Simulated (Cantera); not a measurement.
## CCl4 + F2 (fluorocarbon and chlorocarbon gases)

Feed: 1 mol CCl4, a varied amount of F2, at 1748.15 K and 413 Torr.

These are equilibrium values from Cantera (NASA tables, ideal gas, pure condensed phases), not measurements of a reactor. Candidate condensed phases: C; 27 gas species. Gases not in the tables: C2F6 and larger saturated fluorocarbons. Equilibrium is a limit: real reactors are often held back by kinetics, nucleation or transport.

```csv
n(F2) (mol),log p Cl2,log p Cl,log p CF4,log p CClF3,n C(graphite)
0.04,-0.41,-0.81,-2.45,-2.92,0.977
0.054,-0.41,-0.81,-2.31,-2.81,0.970
0.071,-0.41,-0.82,-2.18,-2.72,0.961
0.095,-0.41,-0.82,-2.05,-2.62,0.948
0.13,-0.42,-0.82,-1.91,-2.52,0.930
0.17,-0.42,-0.82,-1.79,-2.43,0.909
0.23,-0.43,-0.82,-1.66,-2.33,0.877
0.3,-0.44,-0.83,-1.54,-2.25,0.841
0.4,-0.45,-0.83,-1.42,-2.17,0.789
0.53,-0.46,-0.84,-1.31,-2.09,0.722
```
log p: log10 of the partial pressure in bar; n: condensed amount in mol.

From 0.04 mol F2 to 0.53 mol F2 the condensed part is C(graphite). The main C-bearing gas is CF4 throughout. The share of C in condensed phases is highest at 0.04 mol F2 (97.7 %) and lowest at 0.53 mol F2 (72.2 %).
